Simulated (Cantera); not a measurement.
What does this Cantera script print?

```python
import numpy as np
import cantera as ct

gas_names = """
    AL ALCL ALCL2 ALCL3 ALH ALN AL2 AL2CL6 CL CL2 H HCL H2 N NH NH2 NH3 N2 N2H2 N2H4
""".split()
cond_names = """
    AL(cr) AL(L) ALCL3(s) ALCL3(L) ALN(s) NH4CL(a) NH4CL(b)
""".split()


# ... load() reads the species with a 1 bar reference pressure and builds the phases ...
atoms = {
    'Al': {'AL': 1},
    'HCl': {'H': 1, 'CL': 1},
    'N2': {'N': 2},
}
top_T = {'ALN(s)': 2750}  # K; cautious upper limits of use, not melting points


# ... equilibrate(T, P, feed) seeds the gas with the atoms and calls Mixture.equilibrate('TP', solver="vcs", rtol=1e-11, max_steps=5000) ...
results = []
T = 498.15  # K
P = 9500  # Pa
for m in [1.8, 2.8, 3.8, 4.9, 5.9, 6.9, 7.9, 9, 10, 11, 12, 13, 14]:
    feed = {'Al': 1, 'HCl': m, 'N2': 5.7}  # mol
    mix = equilibrate(T, P, feed)
    results.append((T, P, feed, dict(zip(mix.species_names, mix.species_moles))))

top = {s: max(r[3][s] / sum(r[3][g] for g in gas_names) for r in results) for s in gas_names}
cols = sorted((s for s in top if top[s] > 1e-05), key=lambda s: -top[s])[:8]
seen = [c for c in cond_names if any(r[3].get(c, 0) > 1e-12 for r in results)]
print("log10 of partial pressures in bar; condensed amounts in mol")
print(f"{'n(HCl)':>10s}" + "".join(f"{s[:9]:>10s}" for s in cols + seen))
for T, P, feed, n in results:
    ng = sum(n[g] for g in gas_names)
    print(f"{feed['HCl']:10.4g}" + "".join(f"{np.log10(max(n[s] / ng * P / 1e5, 1e-99)):10.3f}" for s in cols)
          + "".join(f"{n.get(c, 0):10.4g}" for c in seen))
```

It prints:

```
log10 of partial pressures in bar; condensed amounts in mol
    n(HCl)        N2       HCL        H2    AL2CL6       NH3     ALCL3    ALN(s)
       1.8    -1.113    -2.558    -1.952    -2.431    -3.964    -3.876    0.4653
       2.8    -1.152    -2.467    -1.807    -2.283    -3.765    -3.803    0.1572
       3.8    -1.196    -2.048    -1.782    -2.259    -3.750    -3.790         0
       4.9    -1.249    -1.726    -1.834    -2.312    -3.855    -3.817         0
       5.9    -1.292    -1.585    -1.877    -2.355    -3.940    -3.839         0
       6.9    -1.331    -1.496    -1.916    -2.395    -4.018    -3.859         0
       7.9    -1.367    -1.432    -1.951    -2.431    -4.089    -3.877         0
         9    -1.403    -1.381    -1.987    -2.468    -4.162    -3.895         0
        10    -1.434    -1.345    -2.018    -2.499    -4.222    -3.911         0
        11    -1.463    -1.315    -2.046    -2.528    -4.279    -3.925         0
        12    -1.489    -1.291    -2.073    -2.555    -4.333    -3.939         0
        13    -1.515    -1.270    -2.098    -2.580    -4.383    -3.951         0
        14    -1.539    -1.253    -2.121    -2.605    -4.430    -3.963         0
```

These are equilibrium values from Cantera (NASA tables, ideal gas, pure condensed phases), not measurements of a reactor.
